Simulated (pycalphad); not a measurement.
## Effect of Fe content in Al-Si-Fe

Computed with pycalphad from the COST 507 light-alloy database (1999), at 1 atm. The data set is of 1999 and partly superseded. Amounts are mole fractions of atoms.

```tsv
alloy	liquidus (K)	first solid	solidus (K)	phases at 930 K
Al-1.34Si-0.19Fe (at.%)	924	fcc	864	liquid 1.00
Al-1.34Si-0.38Fe (at.%)	(withheld)	fcc	(withheld)	liquid 1.00
Al-1.34Si-0.76Fe (at.%)	920	fcc	892	liquid 1.00
Al-1.34Si-1.14Fe (at.%)	944	AL13FE4	893	liquid 0.99, AL13FE4 0.01
Al-1.34Si-1.52Fe (at.%)	976	AL13FE4	893	liquid 0.98, AL13FE4 0.02
```

Complete the blanks.


- Al-1.34Si-0.38Fe (at.%), liquidus (K): 923
- Al-1.34Si-0.38Fe (at.%), solidus (K): 873

Database names, with the compositions (at.%) that they take in these runs: AL13FE4: Al 76 Fe 24.
